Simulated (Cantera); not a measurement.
# Adiabatic ignition

An adiabatic, constant-volume homogeneous reactor starts with CO : H2 : O2 : N2 : CO2 = 1 : 0.035 : 0.784 : 2.95 : 0.049 (molar parts), equivalence ratio 0.66, at 1623 K and 9.87 atm.

Detailed kinetics in Cantera: GRI-Mech 3.0 (53 species, 325 reactions). The hydrogen kinetics of GRI-Mech 3.0 are dated; newer H2 mechanisms differ, most at raised pressure.

| t (s) | T (K) | P (bar) | x CO | x H2 | x O2 | x NO | x N2O | x HO2 |
|---|---|---|---|---|---|---|---|---|
| 4.00e-6 | 1675 | 10.3 | 0.200 | 0.00270 | 0.154 | 2.40e-7 | 2.85e-7 | 0.000131 |
| 9.72e-6 | 2260 | 13.5 | 0.124 | 0.000342 | 0.107 | 5.72e-5 | 6.29e-6 | 3.76e-5 |
| 2.36e-5 | 2883 | 16.5 | 0.0668 | 0.000242 | 0.0853 | 0.00209 | 5.85e-6 | 9.29e-6 |
| 5.74e-5 | 2998 | 17.0 | 0.0538 | 0.000202 | 0.0773 | 0.00947 | 5.03e-6 | 9.16e-6 |
| 0.000139 | 2987 | 17.0 | 0.0528 | 0.000202 | 0.0725 | 0.0189 | 5.08e-6 | 8.60e-6 |
| 0.000339 | 2980 | 16.9 | 0.0524 | 0.000203 | 0.0700 | 0.0239 | 5.16e-6 | 8.30e-6 |
| 0.000823 | 2979 | 16.9 | 0.0523 | 0.000203 | 0.0697 | 0.0245 | 5.18e-6 | 8.27e-6 |
| 0.00200 | 2979 | 16.9 | 0.0523 | 0.000203 | 0.0697 | 0.0245 | 5.18e-6 | 8.27e-6 |
| 0.00486 | 2979 | 16.9 | 0.0523 | 0.000203 | 0.0697 | 0.0245 | 5.18e-6 | 8.27e-6 |
| 0.0118 | 2979 | 16.9 | 0.0523 | 0.000203 | 0.0697 | 0.0245 | 5.18e-6 | 8.27e-6 |
| 0.0287 | 2979 | 16.9 | 0.0523 | 0.000203 | 0.0697 | 0.0245 | 5.18e-6 | 8.27e-6 |
| 0.0697 | 2979 | 16.9 | 0.0523 | 0.000203 | 0.0697 | 0.0245 | 5.18e-6 | 8.27e-6 |
| 0.169 | 2979 | 16.9 | 0.0523 | 0.000203 | 0.0697 | 0.0245 | 5.18e-6 | 8.27e-6 |
| 0.412 | 2979 | 16.9 | 0.0523 | 0.000203 | 0.0697 | 0.0245 | 5.18e-6 | 8.27e-6 |
| 1.00 | 2979 | 16.9 | 0.0523 | 0.000203 | 0.0697 | 0.0245 | 5.18e-6 | 8.27e-6 |
x: mole fraction; the columns are a selection and need not sum to one.

```yaml
time_of_steepest_temperature_rise: 8.56 µs
temperature at 1.00 s: 2979 K
equilibrium_temperature: 2979 K
x(CO) at 1.00 s: 0.0523 (gas-phase equilibrium 0.0523)
x(H2) at 1.00 s: 0.000203 (gas-phase equilibrium 0.000203)
x(O2) at 1.00 s: 0.0697 (gas-phase equilibrium 0.0697)
```
